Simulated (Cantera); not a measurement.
An isothermal, constant-pressure homogeneous reactor starts with H₂ : O₂ = 0.025 : 1 (molar parts), equivalence ratio 0.013, at 1200 K and 10.00 Torr.

Model: GRI-Mech 3.0 (53 species, 325 reactions), integrated in Cantera. Radical loss at walls, strong at low pressure, is not modelled.

x: mole fraction; the columns are a selection and need not sum to one.

```
t (s)         x H₂   x O₂     x H₂O      x OH      x H₂O₂       x H
--------  --------  -----  --------  --------  ----------  --------
1.00e-6     0.0244  0.976    <1e-12    <1e-12      <1e-12  2.16e-11
3.55e-6     0.0244  0.976    <1e-12  3.13e-12      <1e-12  7.44e-11
1.26e-5     0.0244  0.976  1.17e-12  3.62e-11      <1e-12  2.40e-10
4.47e-5     0.0244  0.976  4.28e-11  3.52e-10      <1e-12  6.47e-10
0.000159    0.0244  0.976   1.19e-9   2.55e-9      <1e-12   1.60e-9
0.000563    0.0244  0.976   3.56e-8   2.63e-8    6.80e-12   1.04e-8
0.00200     0.0244  0.976   1.75e-5   9.50e-6    1.07e-10   3.54e-6
0.00710   0.000295  0.955    0.0220   0.00195  (withheld)   0.00235
0.0252    0.000184  0.959    0.0227   0.00162     4.34e-8   0.00156
0.0894     9.44e-5  0.967    0.0236   0.00116     4.15e-8  0.000555
0.317      2.15e-5  0.973    0.0243  0.000557  (withheld)   5.93e-5
1.13       2.65e-6  0.975    0.0246  0.000197  (withheld)   2.58e-6
4.00       3.12e-7  0.975    0.0247   6.78e-5  (withheld)   1.05e-7
```

Complete the blanks.


- 0.00710, x H₂O₂: 5.08e-8
- 0.317, x H₂O₂: 3.05e-8
- 1.13, x H₂O₂: 1.32e-8
- 4.00, x H₂O₂: 3.55e-9
